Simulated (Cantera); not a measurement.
Charge: 1 mol CuO, 0.46 mol CH4, 2.1 mol CO, 1.5 mol C, equilibrated at 2025 °C and 73.0 mbar.

Method: chemical equilibrium by Gibbs-energy minimisation in Cantera with the NASA 1993 tables (ideal gas, pure condensed phases). Candidate condensed phases: C, C6H6, C7H8, C8H18, Cu, CuO, Cu(OH)2, Cu2O, H2O; 113 gas species. Kinetics and transport are ignored.

Base state: CO 0.613, Cu 0.197, H2 0.174, H 0.0148, C2H2 (acetylene) 0.000744, Cu2 0.000585 (mole fractions); condensed: C(graphite).

Problem. What changes in the equilibrium state with this change: temperature from 2025 °C to 2250 °C?

Solution. 
```json
[
 {"species": "CO", "before": "0.613", "after": "0.605"},
 {"species": "Cu", "before": "0.197", "after": "0.195"},
 {"species": "H2", "before": "0.174", "after": "0.157"},
 {"species": "H", "before": "0.0148", "after": "0.0408"},
 {"species": "C2H", "before": "2.85e-6", "after": "3.66e-5"},
 {"species": "Cu2", "before": "0.000585", "after": "0.000228"},
 {"species": "C2H2 (acetylene)", "before": "0.000744", "after": "0.00187"},
 {"species": "C(graphite), mol", "before": "0.952", "after": "0.940"}
]
```
